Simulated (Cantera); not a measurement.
Input (Python, Cantera) and output of one run.

```python
import numpy as np
import cantera as ct

gas_names = """
    C2H2,acetylene H2 CS2
""".split()
cond_names = """
    NiS2(s) NiS2(L) NiS(b) NiS(a) NiS(L)
""".split()


# ... load() reads the species with a 1 bar reference pressure and builds the phases ...
species = {s.name: s for s in load("nasa_gas.yaml", gas_names) + load("nasa_condensed.yaml", cond_names)}
# Each term lists the table entries of one substance; the one whose range holds T is used.
reactions = {
    '4 NiS2 + C2H2(g) = H2(g) + 4 NiS + 2 CS2(g)':
        [(-4, ['NiS2(s)', 'NiS2(L)']), (-1, ['C2H2,acetylene']), (1, ['H2']), (4, ['NiS(b)', 'NiS(a)', 'NiS(L)']), (2, ['CS2'])],
}


def pick(names, T):
    return next(species[n] for n in names if species[n].thermo.min_temp <= T <= species[n].thermo.max_temp)


results = []
for label, terms in reactions.items():
    print(label)
    print("     T/K   dH/kJ  dS/(J/K)   dG/kJ   log10 K")
    for T in [523, 598, 673, 748, 823, 898, 973, 1048, 1123, 1198, 1273]:
        used = [(nu, pick(names, T)) for nu, names in terms]
        dH = sum(nu * s.thermo.h(T) for nu, s in used) / 1e6
        dS = sum(nu * s.thermo.s(T) for nu, s in used) / 1e3
        dG = dH - T * dS / 1e3
        logK = -dG * 1e6 / (ct.gas_constant * T * np.log(10))
        results.append((label, T, dH, dS, dG, logK, [s.name for _, s in used]))
        print(f"{T:8g} {dH:8.1f} {dS:8.1f} {dG:8.1f} {logK:8.2f}")
```

Output:

```
4 NiS2 + C2H2(g) = H2(g) + 4 NiS + 2 CS2(g)
     T/K   dH/kJ  dS/(J/K)   dG/kJ   log10 K
     523    177.3    323.4      8.1    -0.81
     598    176.8    322.6    -16.1     1.40
     673    201.9    361.0    -41.1     3.19
     748    200.6    359.3    -68.1     4.75
     823    199.6    357.9    -95.0     6.03
     898    198.7    356.9   -121.8     7.08
     973    198.0    356.1   -148.5     7.97
    1048    197.5    355.6   -175.2     8.73
    1123    197.1    355.2   -201.9     9.39
    1198    196.8    355.0   -228.5     9.96
    1273    317.8    451.9   -257.4    10.56
```

Source: NASA polynomial tables (part measured, part estimated), evaluated in Cantera. Condensed species are held in their standard states even where they would react or evaporate.
